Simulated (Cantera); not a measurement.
Charge: 1 mol Zr, 0.53 mol NH₃, 0.041 mol H₂O, held at 1552 °C and 6.30e-6 bar.

Method: chemical equilibrium by Gibbs-energy minimisation in Cantera with the NASA 1993 tables (ideal gas, pure condensed phases). Candidate condensed phases: H₂O, Zr, ZrN, ZrO₂; 28 gas species. Mutual solubility and eutectic melting of coexisting phases are not modelled. ZrN: taken at fixed stoichiometry. Condensed phases not in the tables: solid solutions among these carbides, nitrides and lower oxides, N, O or C dissolved in the metal. Kinetics and transport are ignored.

Base state: H₂ 0.839, H 0.161, ZrO 0.000238, Zr 1.21e-5 (mole fractions); condensed: Zr(β) + ZrN(s) + ZrO₂(tetragonal).

Task: What changes in the equilibrium state with this change: temperature from 1552 °C to 1150 °C?

Result: 
```tsv
species	before	after
H₂	0.839	0.997
H	0.161	0.00265
ZrO	0.000238	2.38e-9
Zr	1.21e-5	<1e-9
Zr(β), mol	0.449	0.450
ZrN(s), mol	0.530	0.530
ZrO₂(tetragonal), mol	0.0204	0
ZrO₂(monoclinic), mol	0	0.0205
```
